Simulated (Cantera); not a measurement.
Input: 1 mol SiC, 0.11 mol O2, a varied amount of N2, at 1550 K and 0.0250 bar.

Method: chemical equilibrium by Gibbs-energy minimisation in Cantera with the NASA 1993 tables (ideal gas, pure condensed phases). Candidate condensed phases: C, Si, SiC, SiO2, Si2N2O, Si3N4; 34 gas species. Mutual solubility and eutectic melting of coexisting phases are not modelled. Rates play no part.

### Question
Which condensed phases are stable at each of these points (n(N2) (mol)): 34, 46, 62, 85, 110, 160, 210, 290, 390, 530?

### Answer
| n(N2) (mol) | condensed phases | Si condensed (%) |
|---|---|---|
| 34 | SiC(s) + Si2N2O(s) | 99.9 |
| 46 | SiC(s) + Si2N2O(s) | 99.9 |
| 62 | SiC(s) + Si2N2O(s) | 99.8 |
| 85 | SiC(s) + Si2N2O(s) | 99.8 |
| 110 | SiC(s) + Si2N2O(s) | 99.7 |
| 160 | SiC(s) + Si2N2O(s) | 99.7 |
| 210 | SiC(s) + Si2N2O(s) + Si3N4(s) | 99.6 |
| 290 | SiC(s) + Si2N2O(s) + Si3N4(s) | 99.4 |
| 390 | SiC(s) + Si3N4(s) | 99.4 |
| 530 | SiC(s) + Si3N4(s) | 99.4 |

From 34 mol N2 to 160 mol N2 the condensed part is SiC(s) + Si2N2O(s). From 210 mol N2 to 290 mol N2 the condensed part is SiC(s) + Si2N2O(s) + Si3N4(s). From 390 mol N2 to 530 mol N2 the condensed part is SiC(s) + Si3N4(s).
